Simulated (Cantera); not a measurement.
A closed system holds: 1 mol SiHCl3, 18 mol N2, 12 mol H2, equilibrated at 13.3 mbar.

Cantera equilibrium calculation (NASA polynomials, part measured and part estimated; ideal gas, pure solids and liquids). Candidate condensed phases: NH4Cl, Si, Si3N4; 28 gas species. Gases not in the tables: Si2H6 and higher silanes. Rates play no part.

Task: What share of the Si ends up in condensed phases as a function of T (K), at 1625, 1675, 1725, 1775, 1825, 1875, 1925, 1975, 2025, 2075?

Result: 
| T (K) | Si condensed (%) | as |
|---|---|---|
| 1625 | 71.2 | Si3N4(s) |
| 1675 | 59.2 | Si3N4(s) |
| 1725 | 46.4 | Si3N4(s) |
| 1775 | 33.3 | Si3N4(s) |
| 1825 | 29.9 | Si(l) |
| 1875 | 30.1 | Si(l) |
| 1925 | 29.0 | Si(l) |
| 1975 | 25.9 | Si(l) |
| 2025 | 19.6 | Si(l) |
| 2075 | 8.1 | Si(l) |
